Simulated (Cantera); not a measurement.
An isothermal, constant-pressure homogeneous reactor starts with CH4 : N2 = 1 : 97 (molar parts), at 1600 K and 0.000947 atm.

Cantera simulation using GRI-Mech 3.0 (53 species, 325 reactions); the numbers are that mechanism's predictions, not measurements. GRI-Mech 3.0 stops at C3 and has no aromatics, soot or wall deposition, so with more carbon than oxygen in the feed, carbon stays in small species such as C2H2 where larger ones or solid carbon would form. Radical loss at walls, strong at low pressure, is not modelled.

Task: Predict: x(CH4) at 200 s; x(C2H) at 200 s; x(CH3) at 200 s; x(CH2) at 200 s; x(C2H2) at 200 s; x(C2H4) at 200 s.

Result: 
| Property | Value |
|---|---|
| x(CH4) at 200 s | 0.000145 (gas-phase equilibrium 9.75e-9) |
| x(C2H) at 200 s | 7.03e-8 (gas-phase equilibrium 1.54e-8) |
| x(CH3) at 200 s | 1.23e-5 (gas-phase equilibrium 2.85e-9) |
| x(CH2) at 200 s | 4.73e-8 (gas-phase equilibrium 3.83e-11) |
| x(C2H2) at 200 s | 0.00497 (gas-phase equilibrium 0.000319) |
| x(C2H4) at 200 s | 3.90e-7 (gas-phase equilibrium 5.08e-10) |
